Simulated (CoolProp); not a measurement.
m-xylene along the isotherm 620 K: density (kg/m³) from the reference equation and from simpler models built on Tc = 616.9 K, pc = 3.535 MPa, ω = 0.326; each cubic takes its own stable root.

Model: reference Helmholtz-energy equation of state, Zhou 2012, in CoolProp.

```csv
p (MPa),phase,reference,ideal gas,van der Waals,Redlich-Kwong,Soave-Redlich-Kwong
3.53,gas,171.5,72.70,151.2,161.2,157.9
7.07,supercritical,496.5,145.6,338.6,414.3,412.9
10.6,supercritical,535.0,218.3,369.3,461.1,460.2
14.1,supercritical,559.7,290.4,388.7,491.5,490.7
17.7,supercritical,579.0,364.5,403.4,514.9,514.3
21.2,supercritical,594.1,436.6,414.8,533.3,532.8
24.7,supercritical,607.0,508.7,424.2,548.7,548.2
28.3,supercritical,618.6,582.8,432.4,562.4,561.9
31.8,supercritical,628.5,654.9,439.4,574.0,573.6
35.3,supercritical,637.6,727.0,445.5,584.4,584.0
```
